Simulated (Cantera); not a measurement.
An adiabatic, constant-pressure homogeneous reactor starts with CH4 : CO : O2 : N2 : H2O = 1 : 0.15 : 1.09 : 4.11 : 0.16 (molar parts), at 1700 K and 0.592 atm.

Model: GRI-Mech 3.0 (53 species, 325 reactions), integrated in Cantera.

Task: Predict: time of steepest temperature rise; temperature at 0.700 s; equilibrium temperature; x(CO) at 0.700 s; x(O2) at 0.700 s; x(HO2) at 0.700 s; x(N2O) at 0.700 s; x(HCN) at 0.700 s.

Result: 
```json
{
 "time_of_steepest_temperature_rise": "0.409 ms",
 "temperature at 0.700 s": "2640 K",
 "equilibrium_temperature": "2640 K",
 "x(CO) at 0.700 s": "0.130 (gas-phase equilibrium 0.130)",
 "x(O2) at 0.700 s": "0.000291 (gas-phase equilibrium 0.000291)",
 "x(HO2) at 0.700 s": "1.55e-7 (gas-phase equilibrium 1.55e-7)",
 "x(N2O) at 0.700 s": "3.24e-8 (gas-phase equilibrium 3.24e-8)",
 "x(HCN) at 0.700 s": "3.64e-8 (gas-phase equilibrium 3.64e-8)"
}
```
